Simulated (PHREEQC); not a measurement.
Model water analysis in mmol/kgw, 25 °C, pH 5.62, pe 10.9:

```
constituent           mmol/kgw
--------------------  --------
Na                     0.00198
K                     0.000418
Ca                     0.00113
Mg                    3.59e-05
Cl                    0.000676
S(6)                  0.000926
Alkalinity (meq/kgw)   0.00218
Si                    1.01e-05
F                     3.51e-05
```

Valence states are taken as typed.

Computed with PHREEQC (ion-association model, phreeqc.dat).

Precipitation was switched off in this run.

Estimate the ionic strength, charge-balance error.

ionic strength 9.24e-6 mol/kgw; charge-balance error -0.1 %.

In which forms is C present?

CO2 84 %, HCO3- 16 % of the C.

Complexes and solids missing from the database can't appear. SiF6-2 is the database's only silicon fluoride.
